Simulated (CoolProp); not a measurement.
Model: reference Helmholtz-energy equation of state, Penoncello 2003, in CoolProp.

For CHF3 (R23), give the phase and the cp (kJ/(kg K)), conductivity (mW/(m K)), Prandtl number at 40.65 °C and 3.66 bar; 121.25 °C and 3.66 bar.


- 40.65 °C and 3.66 bar: gas; cp 0.775, conductivity 14.8, Prandtl number 0.819
- 121.25 °C and 3.66 bar: gas; cp 0.874, conductivity 19.1, Prandtl number 0.882

Viscosity comes from a separate model (Shan 2000). Thermal conductivity comes from a separate model (Shan 2000).
